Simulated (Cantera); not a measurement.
An isothermal, constant-pressure homogeneous reactor starts with 0.479 % CO, 1.76 % O2, 0.0332 % H2O, 97.7 % N2, equivalence ratio 0.14, at 1423 K and 0.132 atm.

Computed with Cantera and GRI-Mech 3.0 (53 species, 325 reactions).

One state of this run: x CO = 0.00106; x O2 = 0.0149; x H2O = 0.000166; x H = 0.000228; x NO = 9.25e-7; x OH = 8.47e-5. x: mole fraction; the columns are a selection and need not sum to one.

**Question.** Which value of t (s) does it belong to?
A. 100
B. 1.00
C. 0.100
D. 10.0

**Answer.** C, 0.100
